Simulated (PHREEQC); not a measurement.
# Spent oxide etchant: an equilibrium model

Dissolve 0.0015 mol HF, 0.044 mol H2SiF6, 5.1e-05 mol HBF4 and 0.032 mol H2SO4 per kg of water at 25 °C. Closed to the air; pH follows from the charge balance.

Equilibrium calculation in PHREEQC: ion-association model, phreeqc.dat.

No solid was allowed to form.

Question: Estimate the pH, ionic strength.

Answer: pH 1.00; ionic strength 0.173 mol/kgw.

Question: In which forms is Si present?

Answer: SiF6-2 97 %, H4SiO4 2.9 % of the Si.

The solution is supersaturated, for example in Quartz (slow to form), Chalcedony (slow to form), so a real one may precipitate; this is no full list. Species that the database lacks are ignored. SiF6-2 is the database's only silicon fluoride. Real BF4- forms and hydrolyses slowly; the run takes it at equilibrium.
